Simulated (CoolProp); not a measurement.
The fluid at 298.15 K and 0.0311 MPa is compressed adiabatically to 0.227 MPa with isentropic efficiency 0.85. The same conditions are run with several fluids, on thermodynamics alone (safety and materials aside).

Computed with CoolProp (reference Helmholtz-energy equation of state of each fluid (the fluoroketone C6F12O (FK-5-1-12): McLinden 2015; R125: Lemmon 2005; fluoroethane (R161): Wu 2012; chloromethane (R40): Thol 2014; R141b: Lemmon 2006)).

```
fluid                                work (kJ/kg)  final temperature (K)  final phase  final density (kg/m³)
-----------------------------------  ------------  ---------------------  -----------  ---------------------
the fluoroketone C6F12O (FK-5-1-12)          16.3                  347.7          [?]                   39.8
R125                                          [?]                    [?]          gas                    [?]
fluoroethane (R161)                           137                    [?]          gas                   3.34
chloromethane (R40)                           139                  450.8          gas                    [?]
R141b                                         [?]                  367.8          gas                    [?]
```

### Question
Some entries are withheld; supply them.

### Answer

- the fluoroketone C6F12O (FK-5-1-12), final phase: two-phase, vapour fraction 0.698
- R125, work (kJ/kg): 52.1
- R125, final temperature (K): 362.0
- R125, final density (kg/m³): 9.21
- fluoroethane (R161), final temperature (K): 398.1
- chloromethane (R40), final density (kg/m³): 3.09
- R141b, work (kJ/kg): 53.0
- R141b, final density (kg/m³): 9.08
